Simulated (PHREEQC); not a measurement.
A solution holds 0.0077 mol/kgw Cu(BF4)2, 8.1e-05 mol/kgw HCl and 0.00012 mol/kgw KCl, at 30 °C. Closed to the air; pH follows from the charge balance.

Equilibrium calculation in PHREEQC: ion-association model, wateq4f.dat.

This is a speciation only: nothing precipitates in the calculation.

Task: Order these B species by the share of B that they hold, largest first: BF3OH-, H3BO3, BF4-, BF2(OH)2-.

Result: BF4- (81 %), H3BO3 (8.7 %), BF3OH- (7.3 %), BF2(OH)2- (2.7 %)

The pH is 2.89 and the ionic strength 0.0243 mol/kgw. Real BF4- forms and hydrolyses slowly; the run takes it at equilibrium.
